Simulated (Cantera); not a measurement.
A Cantera script and what it prints.

```python
import numpy as np
import cantera as ct

gas_names = [...]  # 114 gases of nasa_gas.yaml made of C, Fe, H, O
cond_names = """
    C(gr) C6H6(L) C7H8(L) C8H18(L),n-octa Fe(a) Fe(c) Fe(d) Fe(L) FeC5O5(L) FeO(s) FeO(L) Fe(OH)2(s)
    Fe(OH)3(s) Fe2O3(s) Fe3O4(s) H2O(s) H2O(L)
""".split()


# ... load() reads the species with a 1 bar reference pressure and builds the phases ...
atoms = {
    'Fe3O4': {'Fe': 3, 'O': 4},
    'CH4': {'C': 1, 'H': 4},
    'CO': {'C': 1, 'O': 1},
}
top_T = {'C(gr)': 4500, 'Fe2O3(s)': 1830, 'Fe3O4(s)': 1870}  # K; cautious upper limits of use, not melting points


# ... equilibrate(T, P, feed) seeds the gas with the atoms and calls Mixture.equilibrate('TP', solver="vcs", rtol=1e-11, max_steps=5000) ...
results = []
feed = {'Fe3O4': 1, 'CH4': 0.34, 'CO': 0.12}  # mol
T = 1200  # K
P = 101325  # Pa
mix = equilibrate(T, P, feed)
results.append((T, P, feed, dict(zip(mix.species_names, mix.species_moles))))
print(gas.report(threshold=0.001))
for i in range(1, mix.n_phases):
    print(f"{mix.phase(i).name:16s} {mix.phase_moles(i):12.5e} mol")
```

Result:

```
       temperature   1200 K
          pressure   1.0133e+05 Pa
           density   0.22106 kg/m^3
  mean mol. weight   21.768 kg/kmol
   phase of matter   gas

                          1 kg             1 kmol
                     ---------------   ---------------
          enthalpy       -7.3383e+06       -1.5974e+08  J
   internal energy       -7.7966e+06       -1.6971e+08  J
           entropy             11212        2.4405e+05  J/K
    Gibbs function       -2.0792e+07        -4.526e+08  J
 heat capacity c_p            1916.2             41711  J/K
 heat capacity c_v            1534.2             33397  J/K

                      mass frac. Y      mole frac. X     chem. pot. / RT
                     ---------------   ---------------   ---------------
                CO           0.24261           0.18854           -38.832
               CO2           0.43461           0.21497           -70.108
                H2          0.021533            0.2325           -19.423
               H2O           0.30124           0.36399             -50.7
     [ +110 minor]        2.7975e-06        3.0626e-06

C(gr)             0.00000e+00 mol
Fe(c)             0.00000e+00 mol
FeC5O5(L)         0.00000e+00 mol
FeO(s)            3.00000e+00 mol
Fe(OH)2(s)        0.00000e+00 mol
Fe(OH)3(s)        0.00000e+00 mol
Fe2O3(s)          0.00000e+00 mol
Fe3O4(s)          0.00000e+00 mol
```

Equilibrium computed with Cantera from the NASA thermochemical tables; the gas is ideal and each condensed phase is pure. The tables' stoichiometric FeO is somewhat more stable than real wüstite, so its field is too wide. FeO: taken at fixed stoichiometry.
